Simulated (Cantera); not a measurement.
Feed: 1 mol Fe2O3, 4.2 mol C, 14 mol H2, at 2400 K.

These are equilibrium values from Cantera (NASA tables, ideal gas, pure condensed phases), not measurements of a reactor. Candidate condensed phases: C, C6H6, C7H8, C8H18, Fe, Fe(CO)5, FeO, Fe(OH)2, Fe(OH)3, Fe2O3, Fe3O4, H2O; 114 gas species. Iron dissolves carbon and melts from about 1420 K in contact with it, which pure phases cannot show. Condensed phases not in the tables: cementite and carbon dissolved in iron. Equilibrium is a limit: real reactors are often held back by kinetics, nucleation or transport.

log p: log10 of the partial pressure in bar; n: condensed amount in mol.

```json
[
 {"P (Pa)": "10", "log p H2": "-4.77", "log p H": "-4.19", "log p CO": "-4.97", "log p Fe": "-5.15", "log p C2H2 (acetylene)": "-6.93", "log p CH4": "___", "n C(graphite)": "1.02", "n Fe(l)": "0"},
 {"P (Pa)": "68", "log p H2": "-3.57", "log p H": "-3.58", "log p CO": "-4.06", "log p Fe": "-4.24", "log p C2H2 (acetylene)": "-5.72", "log p CH4": "___", "n C(graphite)": "1.05", "n Fe(l)": "0"},
 {"P (Pa)": "460", "log p H2": "-2.58", "log p H": "-3.09", "log p CO": "-3.18", "log p Fe": "-3.36", "log p C2H2 (acetylene)": "-4.73", "log p CH4": "___", "n C(graphite)": "1.03", "n Fe(l)": "0"},
 {"P (Pa)": "3200", "log p H2": "-1.67", "log p H": "-2.63", "log p CO": "-2.31", "log p Fe": "-2.49", "log p C2H2 (acetylene)": "-3.83", "log p CH4": "___", "n C(graphite)": "1.01", "n Fe(l)": "0"},
 {"P (Pa)": "22000", "log p H2": "-0.79", "log p H": "-2.19", "log p CO": "-1.45", "log p Fe": "-1.83", "log p C2H2 (acetylene)": "-2.95", "log p CH4": "___", "n C(graphite)": "1.01", "n Fe(l)": "0.759"},
 {"P (Pa)": "150000", "log p H2": "0.08", "log p H": "-1.76", "log p CO": "-0.58", "log p Fe": "-1.83", "log p C2H2 (acetylene)": "-2.08", "log p CH4": "___", "n C(graphite)": "1.00", "n Fe(l)": "1.83"},
 {"P (Pa)": "1000000", "log p H2": "0.91", "log p H": "-1.34", "log p CO": "0.25", "log p Fe": "-1.83", "log p C2H2 (acetylene)": "-1.25", "log p CH4": "___", "n C(graphite)": "0.983", "n Fe(l)": "1.97"}
]
```

### Question
Some entries are withheld; supply them.

### Answer

- 10, log p CH4: -13.30
- 68, log p CH4: -10.88
- 460, log p CH4: -8.90
- 3200, log p CH4: -7.09
- 22000, log p CH4: -5.33
- 150000, log p CH4: -3.59
- 1000000, log p CH4: -1.93
